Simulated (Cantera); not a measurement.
# N2O furnace oxynitridation

An isothermal, constant-pressure homogeneous reactor starts with N₂O : H₂ : N₂ = 1 : 0.011 : 18 (molar parts), at 1150 K and 0.00987 atm.

Computed with Cantera and GRI-Mech 3.0 (53 species, 325 reactions). GRI-Mech 3.0 was tuned for natural gas; its chemistry of N2O as a main component is partial and can be far from experiment. Radical loss at walls, strong at low pressure, is not modelled. The mechanism lacks 2 NO + O2 → 2 NO2 and HONO, so NO2 and the effect of NO are under-described below about 1400 K.

| t (s) | x N₂O | x H₂ | x NO | x HO₂ | x H₂O₂ | x N₂ | x OH |
|---|---|---|---|---|---|---|---|
| 2.00e-6 | 0.0526 | 0.000579 | <1e-12 | <1e-12 | <1e-12 | 0.947 | <1e-12 |
| 8.25e-6 | 0.0526 | 0.000579 | <1e-12 | <1e-12 | <1e-12 | 0.947 | <1e-12 |
| 3.40e-5 | 0.0526 | 0.000579 | <1e-12 | <1e-12 | <1e-12 | 0.947 | <1e-12 |
| 0.000140 | 0.0526 | 0.000579 | 7.57e-12 | <1e-12 | <1e-12 | 0.947 | 1.68e-11 |
| 0.000579 | 0.0526 | 0.000579 | 1.27e-10 | <1e-12 | <1e-12 | 0.947 | 2.96e-10 |
| 0.00239 | 0.0526 | 0.000579 | 2.05e-9 | 4.67e-12 | <1e-12 | 0.947 | 5.47e-9 |
| 0.00985 | 0.0526 | 0.000579 | 2.85e-8 | 3.28e-10 | <1e-12 | 0.947 | 8.80e-8 |
| 0.0406 | 0.0526 | 0.000577 | 2.66e-7 | 1.37e-8 | 3.61e-12 | 0.947 | 7.76e-7 |
| 0.168 | 0.0525 | 0.000543 | 1.81e-6 | 1.63e-7 | 2.76e-10 | 0.947 | 3.20e-6 |
| 0.691 | 0.0523 | 0.000316 | 9.92e-6 | 2.54e-7 | 7.61e-10 | 0.947 | 5.20e-6 |
| 2.85 | 0.0517 | 5.23e-5 | 3.17e-5 | 1.84e-7 | 3.68e-10 | 0.948 | 2.74e-6 |
| 11.8 | 0.0506 | 1.40e-6 | 0.000115 | 4.97e-8 | 3.19e-11 | 0.948 | 1.45e-6 |
| 48.5 | 0.0464 | 6.23e-9 | 0.000447 | 1.44e-8 | 9.30e-12 | 0.950 | 1.52e-6 |
| 200 | 0.0325 | 6.53e-9 | 0.00154 | 3.18e-9 | 7.54e-12 | 0.957 | 1.56e-6 |
x: mole fraction; the columns are a selection and need not sum to one.

Equilibrium at this temperature and pressure: N₂O 4.10e-10, H₂ 1.53e-10, NO 5.10e-5, HO₂ 3.65e-11, H₂O₂ <1e-12, N₂ 0.974, OH 2.07e-7 (gas phase only).
